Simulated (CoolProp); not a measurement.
Water at 298.15 K and 17.5 MPa flows at 3.9 m/s in a round tube of 6 mm bore and 0.25 µm roughness, fully developed (64/Re and Nu = 3.66 if laminar; Colebrook and Gnielinski if turbulent). Each further row changes one setting.

Computed with CoolProp (reference Helmholtz-energy equation of state, Wagner 2002).

```csv
case,Reynolds number,Darcy friction factor,pressure drop (Pa/m),heat-transfer coefficient (W/(m² K)),mass flow (kg/h)
as stated,26500,0.0243,30900,18200,399
velocity 7.8 m/s,52900,0.0208,106000,33300,798
diameter 12 mm,52900,0.0207,13200,16600,1600
```

Viscosity comes from a separate model (Huber 2009). Thermal conductivity comes from a separate model (Huber 2012).
